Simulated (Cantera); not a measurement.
## Thermodynamics of abatement and gas-phase synthesis, feed PH₃ + O₂

Charge: 1 mol PH₃, 4.2 mol O₂, at 2.30 bar.

Equilibrium computed with Cantera from the NASA thermochemical tables; the gas is ideal and each condensed phase is pure. Candidate condensed phases: H₂O, P, P₄O₁₀; 17 gas species. Gases not in the tables: HPO₂, HPO₃ and P₄O₆. The numbers say what is thermodynamically allowed, not how fast it happens.

From 1602 °C to 2102 °C nothing is condensed.

```csv
T (°C),x O₂,x H₂O,x PO₂,x P₄O₁₀,x OH
1602,0.551,0.373,0.0153,0.0585,0.00213
1652,0.547,0.367,0.0289,0.0542,0.00276
1702,0.539,0.358,0.0521,0.0469,0.00352
1752,0.528,0.343,0.0880,0.0356,0.00438
1802,0.513,0.325,0.135,0.0207,0.00533
1852,0.499,0.308,0.178,0.00722,0.00644
1902,0.493,0.300,0.197,0.00139,0.00782
1952,0.491,0.297,0.200,0.000216,0.00952
2002,0.489,0.295,0.201,3.43e-5,0.0115
2052,0.488,0.294,0.200,5.86e-6,0.0138
2102,0.487,0.292,0.200,1.08e-6,0.0164
```
x: gas mole fraction; nothing condenses.
